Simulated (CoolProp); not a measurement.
The fluid at 298.15 K and 0.102 MPa is compressed adiabatically to 0.291 MPa with isentropic efficiency 0.7. The same conditions are run with several fluids, on thermodynamics alone (safety and materials aside).

Model: reference Helmholtz-energy equation of state of each fluid (R1336mzz(E): Akasaka 2023; R143a: Lemmon and Jacobsen 2000; dry air: Lemmon 2000; ammonia: Gao 2020; dimethyl ether: Wu 2011), in CoolProp. Blends and air are pseudo-pure fits.

Question: Rank R1336mzz(E), R143a, dry air, ammonia, dimethyl ether by work (kJ/kg), highest first.

Answer: ammonia (244), dry air (149), dimethyl ether (84.0), R143a (45.6), R1336mzz(E) (22.0)

```
fluid           final temperature (K)  final density (kg/m³)
--------------  ---------------------  ---------------------
R1336mzz(E)                     328.0                   19.1
R143a                           346.5                   8.74
dry air                         446.0                   2.27
ammonia                         409.8                   1.47
dimethyl ether                  355.4                   4.67
```
